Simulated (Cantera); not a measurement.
A closed system holds: 1 mol Si, 0.88 mol NF₃, 3.6 mol N₂, held at 240 Torr.

Equilibrium computed with Cantera from the NASA thermochemical tables; the gas is ideal and each condensed phase is pure. Candidate condensed phases: Si, Si₃N₄; 16 gas species. The tables' values for SiF₃ are old estimates; treat these amounts as uncertain. Kinetics and transport are ignored. All values below are at 1173 K.

Base state: N₂ 0.852, SiF₄ 0.147, SiF₃ 0.000106 (mole fractions); condensed: Si₃N₄(s).

Q: What changes in the equilibrium state with this change: 0.036 mol HF added?

A: 
| species | before | after |
|---|---|---|
| N₂ | 0.852 | 0.848 |
| SiF₄ | 0.147 | 0.148 |
| H₂ | 0 | 0.00387 |
| HF | 0 | 0.000182 |
| SiHF₃ | 0 | 7.59e-5 |
| SiF₃ | 0.000106 | 0.000107 |
| Si₃N₄(s), mol | 0.113 | 0.110 |
